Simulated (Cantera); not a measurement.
A closed system holds: 1 mol MgO, 0.01 mol HCl, 0.33 mol N₂, equilibrated at 13.3 mbar.

Method: chemical equilibrium by Gibbs-energy minimisation in Cantera with the NASA 1993 tables (ideal gas, pure condensed phases). Candidate condensed phases: H₂O, Mg, MgCl₂, MgO, Mg(OH)₂, NH₄Cl; 38 gas species. Rates play no part. All values below are at 1523 K.

Base state: N₂ 0.970, HCl 0.0250, MgCl₂ 0.00204, H₂O 0.00204, Cl 0.000318, H₂ 0.000160 (mole fractions); condensed: MgO(s).

### Question
What changes in the equilibrium state with this change: HCl from 0.01 to 0.42 mol?

### Answer
```
species        before    after
-----------  --------  -------
HCl            0.0250    0.479
N₂              0.970    0.439
MgCl₂         0.00204   0.0391
H₂O           0.00204   0.0391
Cl₂           2.91e-7  1.48e-5
H₂           0.000160  0.00115
Cl           0.000318  0.00227
MgO(s), mol     0.999    0.971
```
